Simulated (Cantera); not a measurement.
Stirred combustor or abatement burner

A perfectly stirred reactor is fed with 3.43 % CH₄, 0.514 % C₂H₆, 19.7 % O₂, 74.0 % N₂, 2.33 % H₂O, equivalence ratio 0.44, at 1.00 bar; it is adiabatic with a 525 K inlet, and is followed from long to short residence time, starting on the burning branch (τ in s: 0.12, 0.037, 0.011, 0.0036, 0.0011, 0.00034, 0.00011, 3.3e-05, 1e-05, 3.2e-06).

Detailed kinetics in Cantera: GRI-Mech 3.0 (53 species, 325 reactions).

```
τ (s)    T (K)     x CH₄   x C₂H₆   x O₂      x H₂       x H     x HCN   x H₂O₂
-------  -----  --------  -------  -----  --------  --------  --------  -------
0.12      1518   1.68e-5  6.69e-7  0.110   3.69e-5   4.87e-6  8.77e-10  1.32e-7
0.037     1513   3.61e-5  1.45e-6  0.110   8.13e-5   1.50e-5   1.18e-9  2.24e-7
0.011     1503   8.15e-5  3.23e-6  0.111  0.000183   4.61e-5   1.76e-9  3.77e-7
0.0036    1481  0.000184  7.14e-6  0.112  0.000383  0.000119   3.31e-9  6.11e-7
0.0011    1421  0.000596  2.25e-5  0.115  0.000908  0.000253   7.71e-9  1.16e-6
0.00034    525    0.0343  0.00514  0.197    <1e-12    <1e-12    <1e-12   <1e-12
0.00011    525    0.0343  0.00514  0.197    <1e-12    <1e-12    <1e-12   <1e-12
3.3e-5     525    0.0343  0.00514  0.197    <1e-12    <1e-12    <1e-12   <1e-12
1.0e-5     525    0.0343  0.00514  0.197    <1e-12    <1e-12    <1e-12   <1e-12
3.2e-6     525    0.0343  0.00514  0.197    <1e-12    <1e-12    <1e-12   <1e-12
```
x: mole fraction; the columns are a selection and need not sum to one.
